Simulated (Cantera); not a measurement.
Feed: 1 mol CH3SiH3, 0.26 mol C3H8, 1.2 mol H2, held at 2498.15 K and 19.0 mbar.

Method: chemical equilibrium by Gibbs-energy minimisation in Cantera with the NASA 1993 tables (ideal gas, pure condensed phases). Candidate condensed phases: C, C6H6, C7H8, C8H18, Si, SiC; 87 gas species. The feed counts by its element totals alone. Gases not in the tables: Si2H6 and higher silanes. Kinetics and transport are ignored.

Base state: H2 0.750, H 0.157, Si 0.0588, SiC2 0.0152, Si2C 0.00837, C2H2 (acetylene) 0.00805, SiH 0.00186, Si2 0.000373 (mole fractions); condensed: C(graphite) + SiC(s).

**Question.** What changes in the equilibrium state with this change: 0.02 mol O2 added?

**Answer.** 
| species | before | after |
|---|---|---|
| H2 | 0.750 | 0.745 |
| H | 0.157 | 0.156 |
| Si | 0.0588 | 0.0588 |
| CO | 0 | 0.00621 |
| SiC2 | 0.0152 | 0.0152 |
| SiO | 0 | 0.000145 |
| C4H2 | 3.57e-5 | 3.54e-5 |
| C2H2 (acetylene) | 0.00805 | 0.00799 |
| SiH2 | 0.000182 | 0.000180 |
| C(graphite), mol | 1.02 | 0.983 |
| SiC(s), mol | 0.415 | 0.410 |
Further candidate phases: H2O, SiO2.

**Question.** What changes in the equilibrium state with this change: temperature from 2498.15 K to 2373.15 K?

**Answer.** 
```csv
species,before,after
H2,0.750,0.878
H,0.157,0.0950
Si,0.0588,0.0161
SiC2,0.0152,0.00283
Si3,1.54e-5,1.95e-6
C3,2.54e-5,3.26e-6
SiC,2.67e-5,3.73e-6
Si2,0.000373,6.15e-5
Si2C,0.00837,0.00163
"C(graphite), mol",1.02,0.807
"SiC(s), mol",0.415,0.870
```

**Question.** What changes in the equilibrium state with this change: temperature from 2498.15 K to 2275 K?

**Answer.** 
```
species            before     after
----------------  -------  --------
H2                  0.750     0.930
H                   0.157    0.0594
Si                 0.0588   0.00525
SiC2               0.0152  0.000664
Si3               1.54e-5   3.28e-7
C3                2.54e-5   5.52e-7
SiC               2.67e-5   6.81e-7
C(graphite), mol     1.02     0.770
SiC(s), mol         0.415     0.962
```
